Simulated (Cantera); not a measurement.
# Hydrocarbon pyrolysis for carbon deposition

An isothermal, constant-pressure homogeneous reactor starts with C₂H₆ : H₂ = 1 : 3.1 (molar parts), at 1300 K and 0.109 atm.

Cantera simulation using GRI-Mech 3.0 (53 species, 325 reactions); the numbers are that mechanism's predictions, not measurements. GRI-Mech 3.0 stops at C3 and has no aromatics, soot or wall deposition, so with more carbon than oxygen in the feed, carbon stays in small species such as C2H2 where larger ones or solid carbon would form.

```tsv
t (s)	x C₂H₆	x H₂	x C₂H	x CH₃	x H
1.00e-6	0.244	0.756	<1e-12	3.19e-6	4.89e-8
3.14e-6	0.244	0.756	<1e-12	9.49e-6	2.65e-7
9.85e-6	0.244	0.756	<1e-12	2.54e-5	1.09e-6
3.09e-5	0.244	0.756	<1e-12	5.17e-5	4.19e-6
9.70e-5	0.243	0.756	<1e-12	8.30e-5	1.45e-5
0.000305	0.235	0.756	<1e-12	0.000245	3.80e-5
0.000956	0.196	0.757	4.66e-12	0.000426	5.64e-5
0.00300	0.106	0.756	6.05e-11	0.000341	6.04e-5
0.00942	0.0189	0.754	3.02e-10	0.000148	5.11e-5
0.0296	0.00171	0.757	2.74e-10	4.32e-5	1.90e-5
0.0928	0.000467	0.761	2.40e-10	2.24e-5	1.01e-5
0.291	0.000311	0.766	3.52e-10	1.95e-5	8.95e-6
0.914	0.000165	0.773	4.26e-10	1.59e-5	7.39e-6
2.87	0.000104	0.774	4.01e-10	1.36e-5	6.20e-6
9.00	9.89e-5	0.770	3.71e-10	1.38e-5	5.77e-6
```
x: mole fraction; the columns are a selection and need not sum to one.

Equilibrium at this temperature and pressure: C₂H₆ 7.19e-5, H₂ 0.705, C₂H 1.50e-10, CH₃ 1.51e-5, H 2.82e-6 (gas phase only).
